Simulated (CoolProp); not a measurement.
Methanol along the isobar 10.7 MPa: fugacity coefficient from the reference equation and from simpler models built on Tc = 513.4 K, pc = 8.216 MPa, ω = 0.565; each cubic takes its own stable root.

The numbers come from the reference Helmholtz-energy equation of state, de Reuck 1993 in CoolProp.

```
T (K)   phase  reference  van der Waals  Soave-Redlich-Kwong
-----  ------  ---------  -------------  -------------------
299.9  liquid   0.002033              …             0.001829
329.4  liquid   0.007737         0.1175             0.007772
358.8  liquid    0.02270         0.1728                    …
388.3  liquid    0.05480              …                    …
417.7  liquid     0.1125         0.3123               0.1251
447.2  liquid     0.2034         0.3926               0.2247
476.7  liquid          …         0.4761               0.3575
506.1  liquid     0.4838         0.5589               0.5099
```

Problem. Fill in the missing entries.

Solution. 
- 299.9, van der Waals: 0.07356
- 358.8, Soave-Redlich-Kwong: 0.02428
- 388.3, van der Waals: 0.2384
- 388.3, Soave-Redlich-Kwong: 0.06041
- 476.7, reference: 0.3295
